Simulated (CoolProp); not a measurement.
Vapour-liquid equilibrium of CH2F2 (R32) (1) + R236FA (2) at 238.6 K; x and y are mole fractions of (1).

Values from CoolProp's multi-fluid Helmholtz-energy mixture model, Tillner-Roth 1997 and Pan 2012; pair parameters Bell 2016.

```csv
x,"bubble pressure, mixture model (MPa)","bubble pressure, Raoult's law (MPa)","y, mixture model","y, Raoult's law"
0.05,?,0.03046,0.371,0.371
0.15,?,0.05101,0.666,0.664
0.25,?,0.07157,0.789,0.788
0.35,0.09588,0.09212,0.855,0.858
0.45,0.1166,0.1127,?,0.901
0.55,0.1365,0.1332,?,0.932
0.65,0.1560,0.1538,0.947,0.954
0.75,?,0.1743,?,0.971
0.85,0.1949,0.1949,0.980,0.984
0.95,0.2152,0.2154,0.994,0.995
```

Task: What belongs in the gaps?

Result: 
- 0.05, bubble pressure, mixture model (MPa): 0.03070
- 0.15, bubble pressure, mixture model (MPa): 0.05247
- 0.25, bubble pressure, mixture model (MPa): 0.07441
- 0.45, y, mixture model: 0.897
- 0.55, y, mixture model: 0.926
- 0.75, bubble pressure, mixture model (MPa): 0.1753
- 0.75, y, mixture model: 0.965

The largest gap from Raoult's law is +4.1 % in bubble pressure, at x = 0.35. No azeotrope shows between x = 0.05 and 0.95.

Pair parameters are fitted to limited data, so mixtures are less certain than the pure fluids.
